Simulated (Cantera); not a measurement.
A Cantera script and its output.

```python
import numpy as np
import cantera as ct

gas = ct.Solution("gri30.yaml")
gas.TPX = 1173, 480000, {'CO': 1, 'H2': 0.46, 'O2': 1.2, 'N2': 9.57}
reactor = ct.IdealGasReactor(gas, energy="on", clone=False)
net = ct.ReactorNet([reactor])
net.rtol, net.atol = 1e-08, 1e-16
show = ['CO', 'H2', 'O2', 'NO2', 'OH']
times = np.geomspace(6e-06, 4, 12)

steps = ct.SolutionArray(gas, extra=["t"])
rows = []
print(f"{'t/s':>10s}{'T/K':>9s}{'P/Pa':>11s}" + "".join(f"{s:>11s}" for s in show))
for t in times:
    while net.time < t:
        t_next = net.step()
        steps.append(gas.state, t=t_next)
    rows.append([np.interp(t, steps.t, y) for y in (steps.T, steps.P, *steps(*show).X.T)])
    print(f"{t:10.3e}{rows[-1][0]:9.1f}{rows[-1][1]:11.4g}" + "".join(f"{x:11.3e}" for x in rows[-1][2:]))
rate = np.gradient(steps.T, steps.t)
print("integrator steps:", len(steps.t))
if steps.T.max() > steps.T[0] + 200:
    print(f"time of steepest temperature rise: {steps.t[rate.argmax()]:.4e} s")
gas.TPX = 1173, 480000, {'CO': 1, 'H2': 0.46, 'O2': 1.2, 'N2': 9.57}
gas.equilibrate("UV")
print(f"equilibrium (UV): T = {gas.T:.1f} K  " + "  ".join(f"{s} {gas[s].X[0]:.3e}" for s in show))
```

Output:

```
       t/s      T/K       P/Pa         CO         H2         O2        NO2         OH
 6.000e-06   1173.0    4.8e+05  8.177e-02  3.761e-02  9.812e-02  1.613e-23  3.659e-09
 2.030e-05   1173.0    4.8e+05  8.177e-02  3.761e-02  9.812e-02  1.361e-18  1.240e-07
 6.871e-05   1872.0  7.385e+05  3.756e-02  1.466e-03  5.637e-02  3.351e-08  3.866e-03
 2.325e-04   2279.9  8.788e+05  2.061e-03  1.571e-04  4.121e-02  1.555e-07  1.855e-03
 7.869e-04   2286.1  8.809e+05  1.521e-03  1.251e-04  4.097e-02  2.869e-07  1.681e-03
 2.663e-03   2285.3  8.806e+05  1.516e-03  1.247e-04  4.080e-02  7.726e-07  1.674e-03
 9.012e-03   2282.6  8.795e+05  1.501e-03  1.237e-04  4.030e-02  2.245e-06  1.653e-03
 3.050e-02   2276.5  8.771e+05  1.467e-03  1.213e-04  3.915e-02  5.619e-06  1.605e-03
 1.032e-01   2270.4  8.748e+05  1.434e-03  1.191e-04  3.800e-02  8.919e-06  1.558e-03
 3.493e-01   2269.5  8.744e+05  1.430e-03  1.188e-04  3.785e-02  9.352e-06  1.552e-03
 1.182e+00   2269.5  8.744e+05  1.430e-03  1.188e-04  3.785e-02  9.352e-06  1.552e-03
 4.000e+00   2269.5  8.744e+05  1.430e-03  1.188e-04  3.785e-02  9.352e-06  1.552e-03
integrator steps: 1468
time of steepest temperature rise: 5.6756e-05 s
equilibrium (UV): T = 2269.5 K  CO 1.430e-03  H2 1.188e-04  O2 3.785e-02  NO2 9.352e-06  OH 1.552e-03
```

Computed with Cantera and GRI-Mech 3.0 (53 species, 325 reactions). The hydrogen kinetics of GRI-Mech 3.0 are dated; newer H2 mechanisms differ, most at raised pressure.
